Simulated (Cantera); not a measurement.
Cantera run:

```python
import numpy as np
import cantera as ct

gas_names = """
    AL ALC ALH ALN ALO ALOH ALO2 ALO2H AL2 AL2O AL2O2 C CH CH2 CH3 CH2OH CH3O CH4 CH3OH CN CO CO2 COOH
    C2 C2H CHCO,ketyl C2H2,acetylene C2H2,vinylidene CH2CO,ketene C2H3,vinyl CH3CN CH3CO,acetyl C2H4
    C2H4O,ethylen CH3CHO,ethanal CH3COOH (HCOOH)2 C2H5 C2H6 CH3OCH3 C2H5OH CCN CNC C2N2 C2O C3
    C3H3,propargyl C3H4,allene C3H4,propyne C3H4,cyclo- C3H5,allyl C3H6,propylene C3H6,cyclo- C3H6O
    C3H7,n-propyl C3H7,i-propyl C3H8 C3H8O,1propanol C3H8O,2propanol C3O2 C4 C4H2 C4H4,1,3-cyclo-
    C4H6,butadiene C4H6,2-butyne C4H6,cyclo- C4H8,1-butene C4H8,cis2-buten C4H8,tr2-butene
    C4H8,isobutene C4H8,cyclo- (CH3COOH)2 C4H9,n-butyl C4H9,i-butyl C4H9,s-butyl C4H9,t-butyl
    C4H10,isobutane C4H10,n-butane C4N2 C5 C5H6,1,3cyclo- C5H8,cyclo- C5H10,1-pentene C5H10,cyclo-
    C5H11,pentyl C5H11,t-pentyl C5H12,n-pentane C5H12,i-pentane CH3C(CH3)2CH3 C6H2 C6H5,phenyl
    C6H5O,phenoxy C6H6 C6H5OH,phenol C6H10,cyclo- C6H12,1-hexene C6H12,cyclo- C6H13,n-hexyl C7H7,benzyl
    C7H8 C7H8O,cresol C7H14,1-heptene C7H15,n-heptyl C7H16,n-heptane C8H8,styrene C8H10,ethylbenz
    C8H16,1-octene C8H17,n-octyl C8H18,isooctane C8H18,n-octane C9H19,n-nonyl C10H8,naphthale
    C10H21,n-decyl C12H9,o-bipheny C12H10,bipheny H HALO HCN HCO HCCN HNC HNCO HNO HNO2 HNO3 HO2 H2
    HCHO,formaldehy HCOOH H2O H2O2 N NCO NH NH2 NH3 NH2OH NO NO2 NO3 N2 N2H2 N2H4 N2O O OH O2 O3
""".split()
cond_names = """
    AL(cr) AL(L) ALN(s) AL2O3(a) AL2O3(L) C(gr) C6H6(L) C7H8(L) C8H18(L),n-octa H2O(s) H2O(L)
""".split()


def load(file, names, dense=False):
    # The tables refer to 1 bar. Condensed volumes are neglected.
    table = {s.name: s for s in ct.Species.list_from_file(file)}
    out = []
    for n in names:
        d = dict(table[n].input_data)
        d["thermo"] = dict(d["thermo"], **{"reference-pressure": 1e5})
        if dense:
            d["equation-of-state"] = {"model": "constant-volume", "density": "1e6 g/cm^3"}
        out.append(ct.Species.from_dict(d))
    return out


gas = ct.Solution(thermo="ideal-gas", species=load("nasa_gas.yaml", gas_names))
cond = {s.name: ct.Solution(thermo="fixed-stoichiometry", species=[s], name=s.name)
        for s in load("nasa_condensed.yaml", cond_names, dense=True)}
atoms = {
    'Al(CH3)3': {'AL': 1, 'C': 3, 'H': 9},
    'O2': {'O': 2},
    'N2': {'N': 2},
}
top_T = {'ALN(s)': 2750, 'C(gr)': 4500}  # K; cautious upper limits of use, not melting points


def equilibrate(T, P, feed):
    n = {}
    for name, mol in feed.items():
        for a, k in atoms[name].items():
            n[a] = n.get(a, 0.0) + k * mol
    gas.TPX = T, P, n
    mass = sum(n.values()) * gas.mean_molecular_weight
    gas.equilibrate("TP")
    valid = [c for c in cond.values() if c.min_temp <= T <= top_T.get(c.name, c.max_temp)]
    mix = ct.Mixture([(gas, mass / gas.mean_molecular_weight)] + [(c, 0.0) for c in valid])
    mix.T, mix.P = T, P
    mix.equilibrate("TP", solver="vcs", rtol=1e-11, max_steps=5000)
    return mix


results = []
feed = {'Al(CH3)3': 1, 'O2': 8.6, 'N2': 57}  # mol
P = 92000  # Pa
for T in [848, 948, 1048, 1148, 1248, 1348, 1448, 1548, 1648, 1748, 1848, 1948, 2048]:
    mix = equilibrate(T, P, feed)
    results.append((T, P, feed, dict(zip(mix.species_names, mix.species_moles))))

top = {s: max(r[3][s] / sum(r[3][g] for g in gas_names) for r in results) for s in gas_names}
cols = sorted((s for s in top if top[s] > 1e-06), key=lambda s: -top[s])[:9]
seen = [c for c in cond_names if any(r[3].get(c, 0) > 1e-12 for r in results)]
print("log10 of partial pressures in bar; condensed amounts in mol")
print(f"{'T/K':>10s}" + "".join(f"{s[:9]:>10s}" for s in cols + seen))
for T, P, feed, n in results:
    ng = sum(n[g] for g in gas_names)
    print(f"{T:10.4g}" + "".join(f"{np.log10(max(n[s] / ng * P / 1e5, 1e-99)):10.3f}" for s in cols)
          + "".join(f"{n.get(c, 0):10.4g}" for c in seen))
```

Result:

```
log10 of partial pressures in bar; condensed amounts in mol
       T/K        N2       H2O       CO2        O2        NO        OH        CO         O        H2  AL2O3(a)
       848    -0.107    -1.210    -1.386    -1.448    -5.747    -8.757   -13.526   -12.890   -12.860       0.5
       948    -0.107    -1.210    -1.386    -1.448    -5.154    -7.702   -11.687   -11.251   -11.254       0.5
      1048    -0.107    -1.210    -1.386    -1.448    -4.673    -6.848   -10.201    -9.923    -9.951       0.5
      1148    -0.107    -1.210    -1.386    -1.448    -4.276    -6.142    -8.976    -8.824    -8.872       0.5
      1248    -0.107    -1.210    -1.386    -1.449    -3.943    -5.549    -7.948    -7.901    -7.964       0.5
      1348    -0.107    -1.210    -1.386    -1.449    -3.659    -5.044    -7.074    -7.114    -7.190       0.5
      1448    -0.107    -1.210    -1.386    -1.450    -3.415    -4.608    -6.322    -6.435    -6.521       0.5
      1548    -0.107    -1.210    -1.386    -1.452    -3.203    -4.229    -5.667    -5.843    -5.937       0.5
      1648    -0.107    -1.210    -1.386    -1.454    -3.016    -3.896    -5.093    -5.324    -5.423       0.5
      1748    -0.107    -1.211    -1.386    -1.457    -2.852    -3.602    -4.585    -4.863    -4.967       0.5
      1848    -0.108    -1.212    -1.387    -1.461    -2.706    -3.340    -4.133    -4.453    -4.560       0.5
      1948    -0.108    -1.213    -1.388    -1.466    -2.576    -3.106    -3.727    -4.085    -4.195       0.5
      2048    -0.108    -1.216    -1.391    -1.472    -2.459    -2.896    -3.364    -3.754    -3.866       0.5
```

Equilibrium computed with Cantera from the NASA thermochemical tables; the gas is ideal and each condensed phase is pure. The feed counts by its element totals alone. Gases not in the tables: Al(OH)3.
